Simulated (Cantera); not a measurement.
A perfectly stirred reactor is fed with NH₃ : H₂ = 1 : 5.7 (molar parts), at 101000 Pa; it is held at 1700 K, and followed from long to short residence time.

Cantera simulation using the gas-phase N/H chemistry of the illustrative SiF4/NH3 mechanism in the Surface Chemkin manual (1991); the numbers are that mechanism's predictions, not measurements. Walls and surfaces, which speed up NH3 decomposition in real reactors, are not modelled.

x: mole fraction; the columns are a selection and need not sum to one.

```tsv
τ (s)	x NH₃	x H₂	x NH	x N	x N₂H₂	x N₂	x H
4.2	0.0899	0.884	2.35e-7	9.74e-9	2.08e-8	0.0258	0.000117
1.5	0.117	0.869	2.84e-7	1.14e-8	3.26e-8	0.0142	0.000111
0.54	0.134	0.859	3.13e-7	1.22e-8	4.16e-8	0.00645	0.000108
0.19	0.143	0.854	3.26e-7	1.25e-8	4.62e-8	0.00250	0.000106
0.069	0.147	0.852	3.25e-7	1.24e-8	4.72e-8	0.000926	0.000104
0.025	0.148	0.851	3.11e-7	1.15e-8	4.53e-8	…	0.000101
0.0088	0.149	0.851	2.70e-7	9.29e-9	3.86e-8	9.49e-5	9.40e-5
0.0031	0.149	0.851	1.78e-7	4.96e-9	2.40e-8	2.02e-5	7.61e-5
0.0011	0.149	0.851	6.13e-8	1.01e-9	7.37e-9	2.08e-6	4.47e-5
0.00040	0.149	0.851	…	7.46e-11	…	…	…
0.00014	0.149	0.851	1.38e-9	3.41e-12	1.36e-10	3.28e-9	6.70e-6
```

Question: Some entries are withheld; supply them.

Answer: 
- 0.025, x N₂: 0.000320
- 0.00040, x NH: 1.08e-8
- 0.00040, x N₂H₂: 1.15e-9
- 0.00040, x N₂: 1.06e-7
- 0.00040, x H: 1.87e-5
